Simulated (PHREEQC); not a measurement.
# Silver or lead bath

Solution (25 °C): 0.00097 mol Pb(BF4)2, 0.0084 mol NaNO3 and 0.11 mol Zn(NO3)2 per kg of water. Closed to the air; pH follows from the charge balance.

The numbers come from PHREEQC with the ion-association model, wateq4f.dat.

- pH = 2.95
- ionic strength = 0.341 mol/kgw
- activity of water = 0.994
- total alkalinity = -5.82 meq/kg

| species | molality | activity | log γ |
|---|---|---|---|
| NO3- | 0.228 | 0.147 | -0.189 |
| Zn+2 | 0.109 | 0.0306 | -0.554 |
| Na+ | 0.00840 | 0.00604 | -0.143 |
| HF | 0.00176 | 0.00190 | 0.034 |
| F- | 0.00171 | 0.00113 | -0.178 |
| H+ | 0.00144 | 0.00112 | -0.109 |
| H3BO3 | 0.000959 | 0.00104 | 0.034 |
| BF4- | 0.000737 | 0.000464 | -0.201 |
| ZnF+ | 0.000669 | 0.000489 | -0.136 |
| Pb+2 | 0.000521 | 0.000149 | -0.543 |
| PbNO3+ | 0.000445 | 0.000325 | -0.136 |
| BF3OH- | 0.000142 | 8.93e-5 | -0.201 |
| BF2(OH)2- | 0.000102 | 6.39e-5 | -0.201 |

No solid was allowed to form. Complexes and solids missing from the database can't appear. Real BF4- forms and hydrolyses slowly; the run takes it at equilibrium.
